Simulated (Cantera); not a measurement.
An isothermal plug-flow reactor at 848 K and 2.60 bar (inlet), inlet velocity 0.058 m/s, active area per volume 240 1/m; feed CH4 : O2 : N2 : H2O = 0.024 : 0.011 : 0.79 : 0.041 (molar parts), equivalence ratio 4.4.

Detailed kinetics in Cantera: Deutschmann's 1995 Pt surface mechanism with GRI-Mech 3.0 gas chemistry. Catalytic surfaces can have several steady states; this one follows from the mechanism file's or the stated starting coverage. Mass transfer to the wall is taken as infinitely fast.

Task: Predict: x(CH4) at z = 0.028 m; x(O2) at z = 0.028 m; x(H2O) at z = 0.028 m; x(CO2) at z = 0.028 m; x(CO) at z = 0.028 m; θ(free Pt) at the exit; θ(CO*) at the exit; θ(C*) at the exit.

Result: x(CH4) at z = 0.028 m: 0.0205
x(O2) at z = 0.028 m: 0.00207
x(H2O) at z = 0.028 m: 0.0605
x(CO2) at z = 0.028 m: 0.000742
x(CO) at z = 0.028 m: 0.00636
θ(free Pt) at the exit: 0.0150
θ(CO*) at the exit: 0.00363
θ(C*) at the exit: 0.980
